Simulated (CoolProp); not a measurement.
Vapour-liquid equilibrium of C3F8 (R218) (1) + c-C4F8 (RC318) (2) at 1.36 bar; x and y are mole fractions of (1).

Computed with CoolProp (multi-fluid Helmholtz-energy mixture model, Lemmon 2006 and Platzer 1990; pair parameters Bell 2016). This equation is an older, rougher fit; its heat capacities, sound speeds and derivatives of the liquid may be far off and weren't checked against measurements.

Problem. Give the bubble temperature and the first vapour's composition at x = 0.05, 0.25, 0.75. Is there an azeotrope?

Solution. x = 0.05: 0.6 °C, y = 0.078; x = 0.25: -4.7 °C, y = 0.432; x = 0.75: -23.5 °C, y = 0.938. No azeotrope shows between x = 0.05 and 0.95.

The pair parameters rest on a limited set of measurements; away from them the model extrapolates.
